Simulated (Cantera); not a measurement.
Feed: 1 mol SiH2Cl2, 0.38 mol N2, equilibrated at 1048 K and 0.480 bar.

Method: chemical equilibrium by Gibbs-energy minimisation in Cantera with the NASA 1993 tables (ideal gas, pure condensed phases). N2 is the only nitrogen source here; it is nearly inert below about 1500 K, so the nitride shown seldom forms there in practice. The tables' values for SiCl3 are old estimates; treat these amounts as uncertain. Equilibrium is a limit: real reactors are often held back by kinetics, nucleation or transport.

| species | before | after |
|---|---|---|
| H2 | 0.540 | 0.556 |
| HCl | 0.186 | 0.293 |
| N2 | 0.000166 | 0.133 |
| SiCl4 | 0.266 | 0.0178 |
| SiCl2 | 1.63e-5 | 4.54e-7 |
| SiH2Cl2 | 2.67e-5 | 7.66e-7 |
| NH3 | 1.05e-6 | 3.12e-5 |
| SiCl3 | 0.000486 | 2.10e-5 |
| SiHCl3 | 0.00790 | 0.000347 |
| Si3N4(s), mol | 0.190 | 0.300 |
Gas species are given as mole fractions.

Problem. What was changed between the two runs?
A. N2 from 0.38 to 6.8 mol
B. N2 from 0.38 to 0.27 mol
C. temperature from 1048 K to 2025 K
D. 1.9 mol NH3 added

Solution. D, 1.9 mol NH3 added
